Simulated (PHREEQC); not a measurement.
**Nickel, zinc or cadmium bath: speciation**

Solution (25 °C): 0.21 mol ZnSO4 and 0.000171 mol KCl per kg of water. Closed to the air; pH follows from the charge balance.

Equilibrium calculation in PHREEQC: ion-association model, wateq4f.dat.

```yaml
pH: 5.46
ionic_strength: 0.387 mol/kgw
```

```csv
species,molality,activity,log γ
Zn+2,0.0967,0.0260,-0.570
ZnSO4,0.0787,0.0860,0.039
SO4-2,0.0620,0.0141,-0.643
Zn(SO4)2-2,0.0346,0.00986,-0.546
Cl-,0.000160,0.000106,-0.179
K+,0.000157,0.000104,-0.179
KSO4-,1.45e-5,1.03e-5,-0.151
ZnOH+,1.13e-5,8.24e-6,-0.136
ZnCl+,1.11e-5,7.41e-6,-0.175
HSO4-,6.91e-6,4.72e-6,-0.165
H+,4.45e-6,3.44e-6,-0.112
Zn(OH)2,2.50e-8,2.74e-8,0.039
```

This is a speciation only: nothing precipitates in the calculation. Complexes and solids missing from the database can't appear.
